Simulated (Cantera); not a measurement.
An isothermal, constant-pressure homogeneous reactor starts with 63.3 % N2O, 36.7 % O2, at 1150 K and 5.63 Torr.

Computed with Cantera and GRI-Mech 3.0 (53 species, 325 reactions). GRI-Mech 3.0 was tuned for natural gas; its chemistry of N2O as a main component is partial and can be far from experiment. Radical loss at walls, strong at low pressure, is not modelled. The mechanism lacks the step 2 NO + O2 → 2 NO2, which can matter for NO2 below about 1400 K. The temperature is held fixed by assumption; the heat of reaction is taken as removed at once.

Q: Predict: x(N2O) at 100 s; x(O2) at 100 s; x(NO) at 100 s; x(NO2) at 100 s; x(O) at 100 s.

A: 
| Property | Result |
|---|---|
| x(N2O) at 100 s | 0.508 (gas-phase equilibrium 7.94e-10) |
| x(O2) at 100 s | 0.393 (gas-phase equilibrium 0.519) |
| x(NO) at 100 s | 0.00815 (gas-phase equilibrium 0.000162) |
| x(NO2) at 100 s | 2.23e-6 (gas-phase equilibrium 4.78e-7) |
| x(O) at 100 s | 8.11e-7 (gas-phase equilibrium 6.96e-8) |
